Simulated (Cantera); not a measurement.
Boron, boron nitride and boron oxide: borazine + H₂ + O₂

Input: 1 mol borazine, a varied amount of H₂, 0.088 mol O₂, held at 0.400 bar.

Equilibrium computed with Cantera from the NASA thermochemical tables; the gas is ideal and each condensed phase is pure. Candidate condensed phases: B, BN, B₂O₃, B₃O₃H₃, H₂O; 39 gas species. The feed counts by its element totals alone. Mutual solubility and eutectic melting of coexisting phases are not modelled. Rates play no part.

Stable condensed phases:

```
T in K \ n(H₂) in mol
         18 28 39 49 59 70 80 90
   1525   A  A  B  B  B  B  B  B
   1500   A  A  A  B  B  B  B  B
   1475   A  A  A  A  A  B  B  B
   1450   A  A  A  A  A  A  A  B
   1425   A  A  A  A  A  A  A  A
   1400   A  A  A  A  A  A  A  A
   1375   A  A  A  A  A  A  A  A
   1350   A  A  A  A  A  A  A  A
   1325   A  A  A  A  A  A  A  A
   1300   A  A  A  A  A  A  A  A
   1275   A  A  A  A  A  A  A  A
   1250   A  A  A  A  A  A  A  A
   1225   A  A  A  A  A  A  A  A
   1200   A  A  A  A  A  A  A  A
```

A: BN + B₂O₃; B: BN.
